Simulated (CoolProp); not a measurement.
Propylene glycol at several states: density (kg/m³) from the reference equation and from simpler models built on Tc = 674.0 K, pc = 7.292 MPa, ω = 0.327; each cubic takes its own stable root.

Model: reference Helmholtz-energy equation of state, Eisenbach 2021, in CoolProp.

```csv
T (K),p (MPa),phase,reference,Soave-Redlich-Kwong,Peng-Robinson
360,13.3,liquid,992.1,983.1,1105
388.5,5.29,liquid,963.8,954.6,1075
331.2,0.0225,liquid,1007,996.4,1120
```
